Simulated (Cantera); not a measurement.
Gas mixture: 100 % N₂O, at 20.0 Torr, frozen composition.

Cantera's kinetic-theory transport with the Lennard-Jones parameters of GRI-Mech 3.0, ideal gas; thermal conductivity in the mixture-averaged form. The composition is frozen, though it would react at the higher temperatures.

D: mixture-averaged diffusion coefficient of that species in the mixture.

```tsv
T (K)	ρ (kg/m³)	cp (J/kg/K)	μ (µPa s)	λ (mW/m/K)	Pr	D (cm²/s) CH₃	D (cm²/s) N₂	D (cm²/s) H₂O
400	0.0353	970.3	19.5	25.5	0.741	11.1	10.0	11.1
600	0.0235	1101	27.3	40.7	0.739	23.0	20.4	24.3
800	0.0176	1192	(withheld)	(withheld)	0.739	(withheld)	(withheld)	(withheld)
1000	0.0141	1255	40.0	68.0	0.739	55.4	48.8	62.0
1200	0.0118	1294	(withheld)	(withheld)	0.735	(withheld)	(withheld)	(withheld)
1400	0.0101	1327	50.5	91.4	0.733	97.8	85.8	112
```

Problem. Complete the blanks.

Solution. 
- 800, μ (µPa s): 34.0
- 800, λ (mW/m/K): 54.9
- 800, D (cm²/s) CH₃: 37.9
- 800, D (cm²/s) N₂: 33.5
- 800, D (cm²/s) H₂O: 41.4
- 1200, μ (µPa s): 45.5
- 1200, λ (mW/m/K): 80.1
- 1200, D (cm²/s) CH₃: 75.5
- 1200, D (cm²/s) N₂: 66.3
- 1200, D (cm²/s) H₂O: 85.6
